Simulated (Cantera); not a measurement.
Charge: 1 mol Si, 21 mol HCl, 5.2 mol H₂, 0.82 mol Cl₂, equilibrated at 1377 °C and 100000 Pa.

Equilibrium computed with Cantera from the NASA thermochemical tables; the gas is ideal and each condensed phase is pure. Candidate condensed phases: Si; 19 gas species. The tables' values for SiCl₃ are old estimates; treat these amounts as uncertain. Rates play no part.

Base state: HCl 0.728, H₂ 0.234, SiCl₄ 0.0249, SiCl₃ 0.00724, SiCl₂ 0.00462, SiHCl₃ 0.00134, Cl 0.000107, H 4.39e-5 (mole fractions); condensed: gas only.

**Question.** What changes in the equilibrium state with this change: temperature from 1377 °C to 427 °C?

**Answer.** 
```tsv
species	before	after
HCl	0.728	0.716
H₂	0.234	0.245
SiCl₄	0.0249	0.0384
SiCl₃	0.00724	<1e-9
SiCl₂	0.00462	<1e-9
Cl	0.000107	<1e-9
H	4.39e-5	<1e-9
```

**Question.** What changes in the equilibrium state with this change: HCl from 21 to 15 mol?

**Answer.** 
```tsv
species	before	after
HCl	0.728	0.652
H₂	0.234	0.299
SiCl₄	0.0249	0.0283
SiCl₂	0.00462	0.00838
SiCl₃	0.00724	0.0104
SiH₂Cl₂	1.23e-5	2.86e-5
SiHCl₃	0.00134	0.00217
Cl	0.000107	8.50e-5
H	4.39e-5	4.96e-5
```

**Question.** What changes in the equilibrium state with this change: H₂ from 5.2 to 0.87 mol?

**Answer.** 
```tsv
species	before	after
HCl	0.728	0.865
H₂	0.234	0.0888
SiCl₄	0.0249	0.0377
SiH₂Cl₂	1.23e-5	1.91e-6
SiCl₂	0.00462	0.00188
SiHCl₃	0.00134	0.000649
Cl	0.000107	0.000207
H	4.39e-5	2.71e-5
```
